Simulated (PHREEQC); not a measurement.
Dissolve 120 mmol/kgw TMAH, 3.7 mmol/kgw K2SiO3 and 2.9 mmol/kgw K2CO3 at 25 °C. Closed to the air; pH follows from the charge balance.

The numbers come from PHREEQC with the ion-association model, wateq4f.dat.

```csv
quantity,before,after
pH,12.95,12.68
H2SiO4-2 (mol/kgw),0.00210,0.000698
H3SiO4- (mol/kgw),0.00160,0.00115
HCO3- (mol/kgw),3.12e-6,3.40e-6
H4SiO4 (mol/kgw),8.75e-7,1.26e-6
SI of Quartz (SiO2),-2.06,-1.91
```

Q: What was changed between the two runs?
(A) TMAH from 0.12 to 0.24 mol/kgw
(B) K2SiO3 from 0.0037 to 0.00074 mol/kgw
(C) temperature from 25 to 50 °C
(D) 0.0017 mol/kgw NaCl added
(E) diluted 2-fold with water

A: E, diluted 2-fold with water

This is a speciation only: nothing precipitates in the calculation. (CH3)4N+ isn't in the database: it is added as a free cation with an ion size of 4 Å.
